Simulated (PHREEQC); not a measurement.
Consider water at 25 °C with 14 mmol/kgw HF and 4.7 mmol/kgw Na2HPO4. Closed to the air; pH follows from the charge balance.

The numbers come from PHREEQC with the ion-association model, phreeqc.dat.

Precipitation was switched off in this run.

**Question.** Order these F species by the share of F that they hold, largest first: HF, HF2-, F-, NaF.

**Answer.** HF (54 %), F- (43 %), HF2- (2.5 %), NaF (0.19 %)

The pH is 3.03 and the ionic strength 0.0104 mol/kgw. Species that the database lacks are ignored.
